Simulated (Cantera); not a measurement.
## Low-pressure radical oxidation in H2/O2

An isothermal, constant-pressure homogeneous reactor starts with 17.4 % H2, 58.1 % O2, 24.4 % N2, equivalence ratio 0.15, at 1448 K and 20.0 Torr.

Model: GRI-Mech 3.0 (53 species, 325 reactions), integrated in Cantera. Radical loss at walls, strong at low pressure, is not modelled. The temperature is held fixed by assumption; the heat of reaction is taken as removed at once.

```
t (s)         x H2   x O2    x H2O2      x OH     x NO2      x H
--------  --------  -----  --------  --------  --------  -------
2.00e-6      0.174  0.581  3.15e-12   1.13e-9    <1e-12  1.70e-8
1.62e-5      0.174  0.581  2.03e-10   4.84e-8    <1e-12  1.34e-7
0.000131     0.174  0.581   1.18e-8   3.00e-5    <1e-12  5.59e-5
0.00106    0.00955  0.476   2.64e-7    0.0160  1.57e-11   0.0470
0.00861    0.00486  0.512   2.63e-7    0.0118  1.48e-10   0.0143
0.0697    0.000181  0.540   6.37e-8   0.00234   1.41e-9  9.28e-5
0.565      5.85e-6  0.541   7.61e-9  0.000423   3.50e-9  5.41e-7
4.57       1.48e-6  0.541   3.50e-9  0.000213   8.11e-9  6.94e-8
37.0       1.47e-6  0.541   3.49e-9  0.000213   8.17e-9  6.90e-8
300        1.47e-6  0.541   3.49e-9  0.000213   8.45e-9  6.90e-8
```
x: mole fraction; the columns are a selection and need not sum to one.

Equilibrium at this temperature and pressure: H2 1.47e-6, O2 0.541, H2O2 3.49e-9, OH 0.000213, NO2 1.46e-6, H 6.90e-8 (gas phase only).
